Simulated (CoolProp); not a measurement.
Vapour-liquid equilibrium of ethane (1) + n-perfluorobutane (2) at 240.2 K; x and y are mole fractions of (1).

The numbers come from the multi-fluid Helmholtz-energy mixture model, Bücker 2006 and Gao 2022; pair parameters Bell 2016 in CoolProp.

```json
[
 {"x": "0.05", "bubble pressure, mixture model (kPa)": "119.0", "bubble pressure, Raoult's law (kPa)": "71.36", "y, mixture model": "0.800", "y, Raoult's law": "0.682"},
 {"x": "0.2", "bubble pressure, mixture model (kPa)": "383.2", "bubble pressure, Raoult's law (kPa)": "213.7", "y, mixture model": "0.940", "y, Raoult's law": "0.910"},
 {"x": "0.35", "bubble pressure, mixture model (kPa)": "559.9", "bubble pressure, Raoult's law (kPa)": "356.0", "y, mixture model": "0.961", "y, Raoult's law": "0.956"},
 {"x": "0.5", "bubble pressure, mixture model (kPa)": "658.5", "bubble pressure, Raoult's law (kPa)": "498.3", "y, mixture model": "0.968", "y, Raoult's law": "0.976"},
 {"x": "0.65", "bubble pressure, mixture model (kPa)": "727.1", "bubble pressure, Raoult's law (kPa)": "640.7", "y, mixture model": "0.974", "y, Raoult's law": "0.987"},
 {"x": "0.8", "bubble pressure, mixture model (kPa)": "806.7", "bubble pressure, Raoult's law (kPa)": "783.0", "y, mixture model": "0.981", "y, Raoult's law": "0.994"},
 {"x": "0.95", "bubble pressure, mixture model (kPa)": "923.1", "bubble pressure, Raoult's law (kPa)": "925.3", "y, mixture model": "0.994", "y, Raoult's law": "0.999"}
]
```

The largest gap from Raoult's law is +79.3 % in bubble pressure, at x = 0.2. No azeotrope shows between x = 0.05 and 0.95.

Pair parameters are fitted to limited data, so mixtures are less certain than the pure fluids. With so large a gap from Raoult's law the liquid may split in two, which this calculation doesn't test in full.
